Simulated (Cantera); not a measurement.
Input (Python, Cantera) and output of one run.

```python
import numpy as np
import cantera as ct

gas_names = """
    Fe FeO O O2 O3 S SO SO2 SO3 S2 S2O S8
""".split()
cond_names = """
    Fe(a) Fe(c) Fe(d) Fe(L) FeO(s) FeO(L) FeS(a) FeS(b) FeS(c) FeS(L) FeSO4(s) FeS2(s) Fe2O3(s)
    Fe2S3O12(s) Fe3O4(s) S(cr1) S(cr2) S(L)
""".split()


# ... load() reads the species with a 1 bar reference pressure and builds the phases ...
atoms = {
    'Fe2O3': {'Fe': 2, 'O': 3},
    'SO3': {'S': 1, 'O': 3},
    'O2': {'O': 2},
}
top_T = {'FeSO4(s)': 950, 'FeS2(s)': 1010, 'Fe2O3(s)': 1830, 'Fe2S3O12(s)': 1100, 'Fe3O4(s)': 1870}  # K; cautious upper limits of use, not melting points


# ... equilibrate(T, P, feed) seeds the gas with the atoms and calls Mixture.equilibrate('TP', solver="vcs", rtol=1e-11, max_steps=5000) ...
results = []
feed = {'Fe2O3': 1, 'SO3': 0.55, 'O2': 0.25}  # mol
P = 1100  # Pa
for T in [775, 875, 975, 1075, 1175, 1275, 1375, 1475, 1575]:
    mix = equilibrate(T, P, feed)
    results.append((T, P, feed, dict(zip(mix.species_names, mix.species_moles))))

top = {s: max(r[3][s] / sum(r[3][g] for g in gas_names) for r in results) for s in gas_names}
cols = sorted((s for s in top if top[s] > 0.001), key=lambda s: -top[s])[:5]
seen = [c for c in cond_names if any(r[3].get(c, 0) > 1e-12 for r in results)]
print("log10 of partial pressures in bar; condensed amounts in mol")
print(f"{'T/K':>10s}" + "".join(f"{s[:9]:>10s}" for s in cols + seen))
for T, P, feed, n in results:
    ng = sum(n[g] for g in gas_names)
    print(f"{T:10.4g}" + "".join(f"{np.log10(max(n[s] / ng * P / 1e5, 1e-99)):10.3f}" for s in cols)
          + "".join(f"{n.get(c, 0):10.4g}" for c in seen))
```

Output:

```
log10 of partial pressures in bar; condensed amounts in mol
       T/K        O2       SO2       SO3  Fe2O3(s) Fe2S3O12(  Fe3O4(s)
       775    -1.981    -4.076    -3.322    0.8212    0.1788         0
       875    -2.325    -2.425    -2.600         1         0         0
       975    -2.288    -2.303    -3.059         1         0         0
      1075    -2.276    -2.268    -3.505         1         0         0
      1175    -2.273    -2.257    -3.893         1         0         0
      1275    -2.271    -2.253    -4.226         1         0         0
      1375    -2.270    -2.251    -4.511         1         0         0
      1475    -2.270    -2.251    -4.757         1         0         0
      1575    -2.213    -2.313    -5.005         0         0    0.6667
```

Equilibrium computed with Cantera from the NASA thermochemical tables; the gas is ideal and each condensed phase is pure.
